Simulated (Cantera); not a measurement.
An isothermal, constant-pressure homogeneous reactor starts with 27.5 % H2, 72.5 % O2, equivalence ratio 0.19, at 900 K and 20.0 Torr.

Model: GRI-Mech 3.0 (53 species, 325 reactions), integrated in Cantera. Radical loss at walls, strong at low pressure, is not modelled. Below about 950 K walls govern HO2 and H2O2 in real vessels. The temperature is held fixed by assumption; the heat of reaction is taken as removed at once.

x: mole fraction; the columns are a selection and need not sum to one.

```
t (s)         x H2   x O2        x OH       x H       x O     x HO2    x H2O2
--------  --------  -----  ----------  --------  --------  --------  --------
0.000300     0.275  0.725    8.79e-12  1.03e-10  2.92e-11  6.13e-11    <1e-12
0.000917     0.275  0.725    3.82e-10   4.27e-9   1.33e-9  5.34e-10    <1e-12
0.00280      0.275  0.724  (withheld)  0.000229   7.11e-5   1.11e-5   8.46e-9
0.00857    0.00670  0.680  (withheld)  0.000659   0.00102   4.07e-5   2.06e-6
0.0262     0.00164  0.681  (withheld)   2.01e-5  0.000131   1.70e-5   1.23e-6
0.0801    0.000412  0.681  (withheld)   1.95e-6   2.77e-5   6.54e-6   6.88e-7
0.245      6.71e-5  0.681  (withheld)   1.42e-7   4.32e-6   1.50e-6   2.28e-7
0.749      6.04e-6  0.681  (withheld)   6.20e-9   5.17e-7   1.83e-7   6.57e-8
2.29       3.22e-7  0.681  (withheld)  2.55e-10   7.35e-8   2.04e-8   2.11e-8
7.00       1.06e-8  0.681  (withheld)  1.90e-11   1.51e-8   3.65e-9   7.02e-9
21.4      9.90e-10  0.681  (withheld)  2.48e-12   3.97e-9   1.01e-9   2.50e-9
65.4      2.57e-10  0.681  (withheld)    <1e-12   1.16e-9  3.44e-10  8.95e-10
200       7.51e-11  0.681  (withheld)    <1e-12  3.57e-10  1.71e-10  3.13e-10
```

Problem. What belongs in the gaps?

Solution. 
- 0.00280, x OH: 2.16e-5
- 0.00857, x OH: 0.000694
- 0.0262, x OH: 0.000125
- 0.0801, x OH: 5.20e-5
- 0.245, x OH: 2.38e-5
- 0.749, x OH: 1.00e-5
- 2.29, x OH: 4.06e-6
- 7.00, x OH: 1.85e-6
- 21.4, x OH: 9.46e-7
- 65.4, x OH: 5.11e-7
- 200, x OH: 2.83e-7
